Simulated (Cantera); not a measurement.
Input: 1 mol C2H2, 0.049 mol CO2, equilibrated at 28.0 bar.

Cantera equilibrium calculation (NASA polynomials, part measured and part estimated; ideal gas, pure solids and liquids). Candidate condensed phases: C, C6H6, C7H8, C8H18, H2O; 110 gas species. Rates play no part.

x: gas mole fraction; n: condensed amount in mol.

| T (K) | x H2 | x CO | x C2H2 (acetylene) | x H | x CH4 | x C4H2 | n C(graphite) |
|---|---|---|---|---|---|---|---|
| 1925 | 0.897 | 0.0900 | 0.000411 | 0.000171 | 0.0118 | … | 1.94 |
| 2025 | 0.900 | 0.0898 | 0.000814 | 0.000345 | 0.00901 | … | 1.94 |
| 2125 | 0.901 | 0.0897 | 0.00151 | 0.000651 | 0.00706 | … | 1.94 |
| 2225 | 0.901 | 0.0896 | 0.00264 | 0.00116 | 0.00566 | … | 1.94 |
| 2325 | 0.899 | 0.0895 | 0.00440 | 0.00197 | 0.00462 | … | 1.94 |
| 2425 | 0.896 | 0.0894 | 0.00700 | 0.00320 | 0.00382 | … | 1.93 |
| 2525 | 0.891 | 0.0893 | 0.0107 | 0.00500 | 0.00321 | … | 1.92 |
| 2625 | 0.884 | 0.0892 | 0.0158 | 0.00754 | 0.00271 | … | 1.91 |
| 2725 | 0.874 | 0.0890 | 0.0225 | 0.0110 | 0.00231 | … | 1.90 |
| 2825 | 0.861 | 0.0887 | 0.0312 | 0.0157 | 0.00197 | … | 1.88 |
| 2925 | 0.844 | 0.0885 | 0.0420 | 0.0216 | 0.00169 | … | 1.85 |

**Question.** Some entries are withheld; supply them.

**Answer.** 
- 1925, x C4H2: 7.51e-8
- 2025, x C4H2: 2.97e-7
- 2125, x C4H2: 1.03e-6
- 2225, x C4H2: 3.16e-6
- 2325, x C4H2: 8.81e-6
- 2425, x C4H2: 2.25e-5
- 2525, x C4H2: 5.31e-5
- 2625, x C4H2: 0.000117
- 2725, x C4H2: 0.000241
- 2825, x C4H2: 0.000471
- 2925, x C4H2: 0.000871
